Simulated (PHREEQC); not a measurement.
Solution (72 °C): 0.07 mol NH4HF2 and 0.0026 mol H2SiF6 per kg of water. Closed to the air; pH follows from the charge balance.

Equilibrium calculation in PHREEQC: ion-association model, phreeqc.dat.

Precipitation was switched off in this run.

Order these F species by the share of F that they hold, largest first: F-, HF, SiF6-2, HF2-.

HF (39 %), F- (33 %), HF2- (18 %), SiF6-2 (10 %)

The pH is 3.38 and the ionic strength 0.0731 mol/kgw. Away from 25 °C the constants follow the database's enthalpies or fits; those with neither stay at their 25 °C values. SiF6-2 is the database's only silicon fluoride.
